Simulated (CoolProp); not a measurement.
Vapour pressure (kPa) of dimethyl ether: the reference equation beside estimates from Tc = 400.4 K, pc = 5337 kPa, ω = 0.196. Clausius-Clapeyron is anchored at 291 K with a constant enthalpy of vaporisation of 18.93 kJ/mol.

Values from CoolProp's reference Helmholtz-energy equation of state, Wu 2011.

| T (K) | reference | Lee-Kesler | Clausius-Clapeyron |
|---|---|---|---|
| 280.1 | 337.9 | 338.0 | ___ |
| 282.3 | ___ | 363.5 | 375.3 |
| 284.5 | 389.9 | 390.5 | 399.4 |
| 286.7 | 418.1 | 419.0 | 424.7 |
| 288.9 | 447.8 | 448.9 | ___ |
| 291 | 477.6 | 479.0 | 477.6 |
| 293.2 | 510.3 | 512.1 | ___ |
| 295.4 | ___ | 546.9 | 536.6 |
| 297.6 | 580.9 | 583.4 | 568.0 |
| 299.8 | 618.8 | 621.7 | 600.8 |
| 302 | 658.5 | 661.8 | 635.0 |
| 304.2 | 700.1 | ___ | 670.5 |
| 306.3 | 741.6 | 745.6 | 705.8 |
| 308.5 | 787.0 | 791.4 | 744.3 |
| 310.7 | 834.5 | 839.2 | 784.2 |

### Question
Complete the blanks.

### Answer

- 280.1, Clausius-Clapeyron: 352.2
- 282.3, reference: 363.2
- 288.9, Clausius-Clapeyron: 451.2
- 293.2, Clausius-Clapeyron: 506.4
- 295.4, reference: 544.8
- 304.2, Lee-Kesler: 703.7

Absolute difference from the reference over all 15 rows, mean and median: Lee-Kesler 0.4 and 0.4 %, Clausius-Clapeyron 2.9 and 2.9 %.
